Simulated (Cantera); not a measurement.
**Equilibrium for boron, boron nitride and boron oxide: borazine + H2O**

Input: 1 mol borazine, a varied amount of H2O, equilibrated at 898 K and 100000 Pa.

Cantera equilibrium calculation (NASA polynomials, part measured and part estimated; ideal gas, pure solids and liquids). Candidate condensed phases: B, BN, B2O3, B3O3H3, H2O; 39 gas species. The feed counts by its element totals alone. Gases not in the tables: H3BO3. Kinetics and transport are ignored.

```
n(H2O) (mol)  log p H2  log p H2O  log p N2  log p (HBO2)3  log p NH3  log p HBO2  n BN(s)  n B2O3(l)
------------  --------  ---------  --------  -------------  ---------  ----------  -------  ---------
1.1              -0.04      -2.40     -1.09          -4.91      -3.51       -6.82     2.28      0.361
1.6              -0.05      -2.38     -0.99          -4.88      -3.48       -6.81     1.95      0.526
2.3              -0.06      -2.36     -0.90          -4.85      -3.45       -6.80     1.48      0.758
3.2              -0.07      -2.35     -0.84          -4.84      -3.43       -6.80    0.888       1.06
4.5              -0.08      -2.34     -0.78          -4.82      -3.42       -6.79   0.0274       1.49
6.4              -0.16      -0.77     -0.86          -2.47      -3.58       -6.01        0       1.44
9.1              -0.26      -0.49     -0.96          -2.04      -3.77       -5.86        0       1.32
13               -0.36      -0.33     -1.06          -1.81      -3.99       -5.79        0       1.09
18               -0.47      -0.24     -1.17          -1.67      -4.20       -5.74        0      0.789
```
log p: log10 of the partial pressure in bar; n: condensed amount in mol.

From 1.1 mol H2O to 4.5 mol H2O the condensed part is BN(s) + B2O3(l). From 6.4 mol H2O to 18 mol H2O the condensed part is B2O3(l).
